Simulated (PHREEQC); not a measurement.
1 kg of water holding 0.016 mol/kgw NaCl and 0.17 mol/kgw MgCl2 is evaporated at 60 °C; the solids stay in contact with the brine. The system is closed to CO2. The run lets Bischofite, Brucite, Halite, MgCl2_4H2O precipitate or redissolve, and no other solid.

Model: Pitzer model, pitzer.dat, run in PHREEQC.

| water left (kg) | ionic strength | water activity | Halite (mol) | Mg in solution (mol/kgw) | Cl in solution (mol/kgw) | Na in solution (mol/kgw) |
|---|---|---|---|---|---|---|
| 1 | 0.526 | 0.992 | 0 | 0.170 | 0.356 | 0.0160 |
| 0.6755 | 0.779 | 0.988 | 0 | 0.252 | 0.527 | 0.0237 |
| 0.4563 | 1.15 | 0.981 | 0 | 0.373 | 0.780 | 0.0351 |
| 0.3082 | 1.71 | 0.971 | 0 | 0.552 | 1.15 | 0.0519 |
| 0.2082 | 2.53 | 0.954 | 0 | 0.816 | 1.71 | 0.0768 |
| 0.1407 | 3.74 | 0.924 | 0 | 1.21 | 2.53 | 0.114 |
| 0.09502 | 5.54 | 0.870 | 0 | 1.79 | 3.75 | 0.168 |
| 0.06418 | 8.20 | 0.770 | 0 | 2.65 | 5.55 | 0.249 |
| 0.04335 | 12.1 | 0.596 | 0 | 3.92 | 8.21 | 0.369 |
| 0.0293 | 17.5 | 0.362 | 0.0119 | 5.80 | 11.7 | 0.139 |

Halite from water left = 0.03564 kg.

Constants without temperature data keep their 25 °C values here.
